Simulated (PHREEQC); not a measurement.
Solution (25 °C): 0.0094 mol/kgw HF, 0.0001 mol/kgw (NH4)2SiF6, 0.00021 mol/kgw H3PO4 and 0.13 mol/kgw H2SO4. Closed to the air; pH follows from the charge balance.

All values are PHREEQC results (ion-association model, phreeqc.dat), not measurements.

Question: The ionic strength comes out as 0.175 mol/kgw. What activity coefficients do H2PO4-, SiF6-2, HF2-, F-, HSO4- get?

Answer: H2PO4- 0.76, SiF6-2 0.31, HF2- 0.75, F- 0.72, HSO4- 0.75.

This is a speciation only: nothing precipitates in the calculation. SiF6-2 is the database's only silicon fluoride.
